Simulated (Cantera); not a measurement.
**Abatement and gas-phase synthesis: H2O + N2**

A closed system holds: 1 mol H2O, 14 mol N2, equilibrated at 13.3 mbar.

Equilibrium computed with Cantera from the NASA thermochemical tables; the gas is ideal and each condensed phase is pure. Candidate condensed phases: H2O; 24 gas species. The numbers say what is thermodynamically allowed, not how fast it happens.

From 2175 K to 2475 K nothing is condensed.

```
T (K)   x N2   x H2O      x H     x H2     x OH      x O     x O2
-----  -----  ------  -------  -------  -------  -------  -------
2175   0.925  0.0541  0.00386  0.00835  0.00336  0.00109  0.00299
2200   0.923  0.0527  0.00466  0.00912  0.00376  0.00134  0.00326
2225   0.922  0.0512  0.00558  0.00990  0.00418  0.00163  0.00355
2250   0.921  0.0495  0.00666   0.0107  0.00462  0.00198  0.00384
2275   0.919  0.0477  0.00789   0.0115  0.00509  0.00239  0.00414
2300   0.917  0.0458  0.00931   0.0123  0.00557  0.00287  0.00444
2325   0.915  0.0438   0.0109   0.0132  0.00607  0.00342  0.00475
2350   0.913  0.0417   0.0128   0.0140  0.00657  0.00406  0.00505
2375   0.911  0.0395   0.0148   0.0147  0.00708  0.00479  0.00533
2400   0.908  0.0372   0.0171   0.0154  0.00758  0.00563  0.00561
2425   0.905  0.0348   0.0197   0.0161  0.00807  0.00657  0.00587
2450   0.902  0.0324   0.0225   0.0167  0.00853  0.00762  0.00610
2475   0.899  0.0299   0.0255   0.0172  0.00896  0.00880  0.00630
```
x: gas mole fraction; nothing condenses.
